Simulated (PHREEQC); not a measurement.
Dissolve 0.036 mol/kgw HF, 0.39 mol/kgw NH4HF2 and 0.00018 mol/kgw H2SiF6 at 20 °C. Closed to the air; pH follows from the charge balance.

Model: ion-association model, phreeqc.dat, run in PHREEQC.

Task: The ionic strength comes out as 0.392 mol/kgw. What activity coefficients do NH4+, HF2-, H+, SiF6-2, F- get?

Result: NH4+ 0.62, HF2- 0.73, H+ 0.77, SiF6-2 0.24, F- 0.65.

This is a speciation only: nothing precipitates in the calculation. SiF6-2 is the database's only silicon fluoride.
